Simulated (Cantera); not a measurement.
A perfectly stirred reactor is fed with 11.5 % H₂, 88.3 % O₂, 0.230 % H₂O, at 0.0158 atm; it is held at 1250 K, and followed from long to short residence time.

Detailed kinetics in Cantera: GRI-Mech 3.0 (53 species, 325 reactions). Radical loss at walls, strong at low pressure, is not modelled. The temperature is held fixed by assumption; the heat of reaction is taken as removed at once.

x: mole fraction; the columns are a selection and need not sum to one.

| τ (s) | x H₂ | x O₂ | x H | x H₂O | x O |
|---|---|---|---|---|---|
| 1.3 | 0.000272 | 0.873 | 0.000244 | 0.123 | 0.00246 |
| 0.52 | 0.000482 | 0.870 | 0.000598 | 0.122 | 0.00446 |
| 0.21 | 0.000839 | 0.866 | 0.00142 | 0.120 | 0.00790 |
| 0.082 | [?] | 0.860 | [?] | 0.118 | [?] |
| 0.033 | 0.00242 | 0.849 | 0.00707 | 0.113 | 0.0225 |
| 0.013 | 0.00389 | 0.836 | 0.0132 | 0.107 | 0.0334 |
| 0.0051 | 0.00616 | 0.824 | 0.0205 | 0.0986 | 0.0425 |
| 0.0020 | [?] | 0.819 | [?] | [?] | 0.0456 |

Question: Complete the blanks.

Answer: 
- 0.082, x H₂: 0.00146
- 0.082, x H: 0.00334
- 0.082, x O: 0.0138
- 0.0020, x H₂: 0.0103
- 0.0020, x H: 0.0262
- 0.0020, x H₂O: 0.0900
